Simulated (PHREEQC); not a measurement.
A solution holds 0.00043 mol/kgw CdCl2, 0.00027 mol/kgw NaHCO3 and 0.013 mol/kgw Na2SO4, at 50 °C. Closed to the air; pH follows from the charge balance.

Computed with PHREEQC (ion-association model, phreeqc.dat).

This is a speciation only: nothing precipitates in the calculation.

Order these Cd species by the share of Cd that they hold, largest first: CdOH+, CdSO4, Cd+2, Cd(SO4)2-2, CdCl+.

Cd+2 (49 %), CdSO4 (44 %), Cd(SO4)2-2 (5.1 %), CdCl+ (2.0 %), CdOH+ (0.61 %)

Order these S species by the share of S that they hold, largest first: CdSO4, SO4-2, Cd(SO4)2-2, NaSO4-.

SO4-2 (92 %), NaSO4- (6.5 %), CdSO4 (1.4 %), Cd(SO4)2-2 (0.34 %)

The pH is 7.68 and the ionic strength 0.0380 mol/kgw. The solution is supersaturated, for example in Otavite, so a real one may precipitate; this is no full list. Species that the database lacks are ignored. At this temperature some constants are extrapolated from 25 °C, and those without enthalpy data are left unchanged.
